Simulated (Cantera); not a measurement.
An isothermal, constant-pressure homogeneous reactor starts with CH4 : H2 : O2 = 0.0049 : 1 : 0.019 (molar parts), equivalence ratio 27, at 1650 K and 0.0148 atm. Integrator tolerance rtol = 1e-08.

Cantera simulation using GRI-Mech 3.0 (53 species, 325 reactions); the numbers are that mechanism's predictions, not measurements. Radical loss at walls, strong at low pressure, is not modelled. The temperature is held fixed by assumption; the heat of reaction is taken as removed at once.

Question: What does this change do: temperature 1650 to 2825 K?

Answer: 
```
quantity                                              before                                    after
-----------------  -----------------------------------------  ---------------------------------------
x(CH4) at 3.00 s   0.000249 (gas-phase equilibrium 2.46e-11)    <1e-12 (gas-phase equilibrium <1e-12)
x(H2) at 3.00 s          0.960 (gas-phase equilibrium 0.962)      0.469 (gas-phase equilibrium 0.469)
x(O2) at 3.00 s    7.19e-11 (gas-phase equilibrium 1.07e-11)  4.47e-5 (gas-phase equilibrium 4.47e-5)
x(CH2) at 3.00 s      1.76e-8 (gas-phase equilibrium <1e-12)    <1e-12 (gas-phase equilibrium <1e-12)
x(C2H4) at 3.00 s     6.39e-7 (gas-phase equilibrium <1e-12)    <1e-12 (gas-phase equilibrium <1e-12)
x(CO) at 3.00 s      0.00321 (gas-phase equilibrium 0.00478)  0.00357 (gas-phase equilibrium 0.00357)
x(H2O) at 3.00 s       0.0342 (gas-phase equilibrium 0.0326)    0.0159 (gas-phase equilibrium 0.0159)
```

Question: What does this change do: temperature 1650 to 2898 K?

Answer: 
```csv
quantity,before,after
x(CH4) at 3.00 s,0.000249 (gas-phase equilibrium 2.46e-11),<1e-12 (gas-phase equilibrium <1e-12)
x(H2) at 3.00 s,0.960 (gas-phase equilibrium 0.962),0.388 (gas-phase equilibrium 0.388)
x(O2) at 3.00 s,7.19e-11 (gas-phase equilibrium 1.07e-11),6.35e-5 (gas-phase equilibrium 6.35e-5)
x(CH2) at 3.00 s,1.76e-8 (gas-phase equilibrium <1e-12),<1e-12 (gas-phase equilibrium <1e-12)
x(C2H4) at 3.00 s,6.39e-7 (gas-phase equilibrium <1e-12),<1e-12 (gas-phase equilibrium <1e-12)
x(CO) at 3.00 s,0.00321 (gas-phase equilibrium 0.00478),0.00336 (gas-phase equilibrium 0.00336)
x(H2O) at 3.00 s,0.0342 (gas-phase equilibrium 0.0326),0.0120 (gas-phase equilibrium 0.0120)
```
